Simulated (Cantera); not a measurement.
A Cantera script and its output.

```python
import numpy as np
import cantera as ct

surf = ct.Interface("ptcombust.yaml", "Pt_surf")
gas = surf.adjacent["gas"]
gas.TPX = 300, 5300, {'CH4': 0.018, 'O2': 0.15, 'N2': 0.79}
jet = ct.ImpingingJet(gas=gas, width=0.083, surface=surf)
jet.inlet.mdot, jet.inlet.T, jet.inlet.X = 0.14, 300, {'CH4': 0.018, 'O2': 0.15, 'N2': 0.79}
jet.set_refine_criteria(ratio=10, slope=0.2, curve=0.3)
show, cover = ['CH4', 'O2', 'H2O', 'OH', 'CO', 'CO2'], ["PT(S)", "H(S)", "O(S)", "OH(S)", "CO(S)", "C(S)"]

rows = []
print(f"{'Ts/K':>7s}" + "".join(f"{s:>11s}" for s in show + cover) + "   (gas at the wall, coverages)")
for i, Ts in enumerate([850, 900, 950, 1000, 1050, 1100, 1150, 1200]):
    jet.surface.T = Ts
    if i == 0:
        surf.TP = Ts, 5300
        surf.coverages = "PT(S):0.5, O(S):0.5"
        surf.advance_coverages(1.0)
        jet.set_initial_guess(products="inlet")
    jet.solve(loglevel=0, auto=(i == 0))
    rows.append([*(jet.X[gas.species_index(s), -1] for s in show), *surf[cover].coverages])
    print(f"{Ts:7g}" + "".join(f"{x:11.3e}" for x in rows[-1]))
```

Output:

```
   Ts/K        CH4         O2        H2O         OH         CO        CO2      PT(S)       H(S)       O(S)      OH(S)      CO(S)       C(S)   (gas at the wall, coverages)
    850  1.657e-02  1.518e-01  4.157e-03  5.413e-09  4.501e-06  2.720e-03  1.485e-01  1.094e-08  8.511e-01  4.433e-04  5.045e-06  1.290e-08
    900  1.455e-02  1.475e-01  7.921e-03  2.304e-08  5.657e-06  5.196e-03  2.112e-01  3.663e-08  7.882e-01  5.593e-04  4.582e-06  1.631e-08
    950  1.222e-02  1.426e-01  1.222e-02  7.857e-08  6.566e-06  8.032e-03  2.791e-01  9.631e-08  7.203e-01  6.223e-04  3.720e-06  1.781e-08
   1000  1.003e-02  1.379e-01  1.625e-02  2.231e-07  7.300e-06  1.070e-02  3.490e-01  2.119e-07  6.503e-01  6.343e-04  2.837e-06  1.774e-08
   1050  8.197e-03  1.340e-01  1.960e-02  5.556e-07  7.951e-06  1.292e-02  4.187e-01  4.096e-07  5.806e-01  6.097e-04  2.111e-06  1.681e-08
   1100  6.763e-03  1.310e-01  2.220e-02  1.245e-06  8.653e-06  1.465e-02  4.864e-01  7.191e-07  5.130e-01  5.641e-04  1.574e-06  1.561e-08
   1150  5.669e-03  1.287e-01  2.415e-02  2.547e-06  9.506e-06  1.594e-02  5.511e-01  1.177e-06  4.484e-01  5.088e-04  1.194e-06  1.447e-08
   1200  4.843e-03  1.270e-01  2.559e-02  4.832e-06  1.061e-05  1.689e-02  6.116e-01  1.823e-06  3.879e-01  4.510e-04  9.288e-07  1.352e-08
```

Cantera simulation using Deutschmann's 1995 Pt surface mechanism with GRI-Mech 3.0 gas chemistry; the numbers are that mechanism's predictions, not measurements. Catalytic surfaces can have several steady states; this one follows from the mechanism file's or the stated starting coverage.
